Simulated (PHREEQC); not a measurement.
PHREEQC input (ion-association model, wateq4f.dat):

```
SOLUTION_MASTER_SPECIES
  An  An-  0  An  62.0  # stands for a non-complexing anion
SOLUTION_SPECIES
  An- = An-
    -log_k 0
    -gamma 3.0 0
PHASES
  Fix_H+
    H+ = H+
    -log_k 0
SOLUTION 1
  temp 25
  units mmol/kgw
  pH 7 charge
  Na 1
  An 1
END
SELECTED_OUTPUT 1
  -reset false
  -pH true
  -pe true
  -ionic_strength true
  -water true
  -totals Na
  -molalities Hfo_wOH Hfo_wOH2+ Hfo_wO- Hfo_sOH Hfo_sOH2+ Hfo_sO-
USER_PUNCH 1
  -headings sigma psi
  10 PUNCH EDL("sigma", "Hfo"), EDL("psi", "Hfo")
PRINT
  -reset false
USE solution 1
SURFACE 1
  Hfo_wOH 0.00107865 600 0.48
  Hfo_sOH 2.69663e-05
EQUILIBRIUM_PHASES 1
  Fix_H+ -3 HAn 10
    -force_equality true
  O2(g) -0.68 10
END
# ... the last block is repeated for the other 16 points of pH, with NaOH or the acid as the point needs
```

Selected output (columns that matter, 17 of 17 rows; pH added in front):

```
pH	mu	Na	m_Hfo_wOH	m_Hfo_wOH2+	m_Hfo_wO-	m_Hfo_sOH	m_Hfo_sOH2+	m_Hfo_sO-	sigma	psi
3	0.0024403	0.001	0.00031484	0.00076083	2.9846e-06	7.8709e-06	1.9021e-05	7.4615e-08	0.26026	0.23111
3.38	0.0017324	0.001	0.00048115	0.00058849	9.0119e-06	1.2029e-05	1.4712e-05	2.253e-07	0.19901	0.22613
3.75	0.0014084	0.001	0.00060584	0.0004543	1.8508e-05	1.5146e-05	1.1358e-05	4.6271e-07	0.14966	0.21681
4.12	0.0012447	0.001	0.00069288	0.00035477	3.1e-05	1.7322e-05	8.8694e-06	7.75e-07	0.11119	0.20472
4.5	0.0011534	0.001	0.00075139	0.00028127	4.5984e-05	1.8785e-05	7.0318e-06	1.1496e-06	0.080804	0.19029
4.88	0.0010997	0.001	0.00078715	0.00022971	6.1792e-05	1.9679e-05	5.7428e-06	1.5448e-06	0.057667	0.17421
5.25	0.0010666	0.001	0.00080709	0.00019506	7.6502e-05	2.0177e-05	4.8765e-06	1.9126e-06	0.040715	0.15716
5.62	0.0010445	0.001	0.00081783	0.00017145	8.9367e-05	2.0446e-05	4.2864e-06	2.2342e-06	0.028191	0.13893
6	0.0010293	0.001	0.00082337	0.00015524	0.00010005	2.0584e-05	3.8809e-06	2.5011e-06	0.018954	0.11918
6.38	0.0010191	0.001	0.00082598	0.00014452	0.00010815	2.065e-05	3.6129e-06	2.7038e-06	0.012489	0.098616
6.75	0.0010123	0.001	0.00082715	0.00013756	0.00011394	2.0679e-05	3.4391e-06	2.8485e-06	0.0081131	0.078032
7.12	0.0010076	0.001	0.00082767	0.00013283	0.00011815	2.0692e-05	3.3206e-06	2.9538e-06	0.0050396	0.057061
7.5	0.0010042	0.001	0.0008279	0.00012939	0.00012136	2.0698e-05	3.2347e-06	3.034e-06	0.0027564	0.035263
7.88	0.0010015	0.001	0.00082799	0.00012675	0.00012391	2.07e-05	3.1687e-06	3.0978e-06	0.00097293	0.013316
8.25	0.0010027	0.0010036	0.000828	0.00012447	0.00012618	2.07e-05	3.1117e-06	3.1546e-06	-0.00058852	-0.0081062
8.62	0.0010077	0.0010111	0.00082794	0.00012207	0.00012864	2.0698e-05	3.0518e-06	3.2161e-06	-0.0022572	-0.029496
9	0.0010169	0.0010235	0.00082775	0.00011905	0.00013184	2.0694e-05	2.9764e-06	3.2961e-06	-0.0043918	-0.051338
```

The oxide is taken as insoluble; below pH 4 it would dissolve.
